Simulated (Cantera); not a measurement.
## Ignition delay

Mixture: CH₄ : C₂H₆ : C₃H₈ : O₂ : N₂ = 1 : 0.053 : 0.47 : 3.02 : 11.4 (molar parts), at 5.00 bar, adiabatic and at constant pressure. Ignition delay is the time to a rise of 400 K.

Cantera simulation using GRI-Mech 3.0 (53 species, 325 reactions); the numbers are that mechanism's predictions, not measurements. GRI-Mech 3.0 was tuned for natural gas; its chemistry of propane as a main component is partial and can be far from experiment.

```csv
T0 (K),delay (ms)
1098,16.0
1173,4.47
1248,1.26
1323,0.392
1398,0.140
1473,0.0581
1548,0.0278
```

apparent activation energy between 1398 and 1548 K: 190 kJ/mol
